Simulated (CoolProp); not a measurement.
Vapour-liquid equilibrium of propylene (1) + 1-butene (2) at 0.833 bar; x and y are mole fractions of (1).

Model: multi-fluid Helmholtz-energy mixture model, Lemmon 2013 and Lemmon 2005; pair parameters Bell 2016, in CoolProp.

| x | bubble temperature, mixture model (°C) | bubble temperature, Raoult's law (°C) | y, mixture model | y, Raoult's law |
|---|---|---|---|---|
| 0.05 | (withheld) | -15.7 | 0.202 | 0.212 |
| 0.2 | -26.0 | -26.3 | (withheld) | 0.585 |
| 0.35 | -33.6 | -33.8 | 0.755 | 0.766 |
| 0.5 | (withheld) | -39.5 | 0.859 | 0.866 |
| 0.65 | -43.9 | -44.1 | 0.922 | 0.927 |
| 0.8 | -47.7 | -47.8 | (withheld) | 0.966 |
| 0.95 | -50.9 | -50.9 | 0.992 | 0.993 |

### Question
What belongs in the gaps?

### Answer

- 0.05, bubble temperature, mixture model (°C): -15.6
- 0.2, y, mixture model: 0.570
- 0.5, bubble temperature, mixture model (°C): -39.4
- 0.8, y, mixture model: 0.964

The largest gap from Raoult's law is +0.3 K in bubble temperature, at x = 0.2. No azeotrope shows between x = 0.05 and 0.95.

Pair parameters are fitted to limited data, so mixtures are less certain than the pure fluids.
